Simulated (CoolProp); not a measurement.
Vapour-liquid equilibrium of CH2F2 (R32) (1) + R142b (2) at 0.396 MPa; x and y are mole fractions of (1).

Model: multi-fluid Helmholtz-energy mixture model, Tillner-Roth 1997 and Lemmon 2006; pair parameters Bell 2016, in CoolProp.

Q: Give the bubble temperature and the first vapour's composition at x = 0.05, 0.55, 0.75. Is there an azeotrope?

A: x = 0.05: 297.0 K, y = 0.201; x = 0.55: 262.9 K, y = 0.865; x = 0.75: 257.6 K, y = 0.929. No azeotrope shows between x = 0.05 and 0.95.

Pair parameters are fitted to limited data, so mixtures are less certain than the pure fluids.
